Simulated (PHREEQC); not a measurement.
A solution holds 49 mmol/kgw NaH2PO4 and 100 mmol/kgw Na2CO3, at 35 °C. Closed to the air; pH follows from the charge balance.

Computed with PHREEQC (ion-association model, phreeqc.dat).

**Question.** The ionic strength comes out as 0.273 mol/kgw. What activity coefficients do OH-, NaHPO4-, NaCO3-, CO3-2, Na+ get?

**Answer.** OH- 0.68, NaHPO4- 0.72, NaCO3- 0.73, CO3-2 0.27, Na+ 0.73.

No solid was allowed to form. Complexes and solids missing from the database can't appear.
